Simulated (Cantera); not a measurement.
Input: 1 mol PH3, 0.036 mol O2, 2 mol H2, equilibrated at 2525 °C and 1000 Pa.

Cantera equilibrium calculation (NASA polynomials, part measured and part estimated; ideal gas, pure solids and liquids). Candidate condensed phases: H2O, P, P4O10; 17 gas species. Gases not in the tables: HPO2, HPO3 and P4O6. Equilibrium is a limit: real reactors are often held back by kinetics, nucleation or transport.

**Question.** What is the equilibrium state?

**Answer.** 
```json
{
 "x(H)": "0.497",
 "x(H2)": "0.374",
 "x(P)": "0.0665",
 "x(P2)": "0.0490",
 "x(PO)": "0.0123",
 "x(PH)": "0.00136",
 "x(H2O)": "0.000310",
 "x(OH)": "0.000115",
 "x(O)": "9.65e-5",
 "gas_amount": "5.617 mol",
 "log10 activity of P(l) (absent)": "-3.19"
}
```
